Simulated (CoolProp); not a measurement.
Model: reference Helmholtz-energy equation of state, Thol 2014, in CoolProp.

Q: For chloromethane (R40), give the phase and the cp (kJ/(kg K)), speed of sound (m/s), isothermal compressibility (1/MPa), expansivity (1/kK) at 163.35 °C and 3360 kPa.

A: 
- 163.35 °C and 3360 kPa: gas; cp 1.29, speed of sound 260, isothermal compressibility 0.366, expansivity 4.17
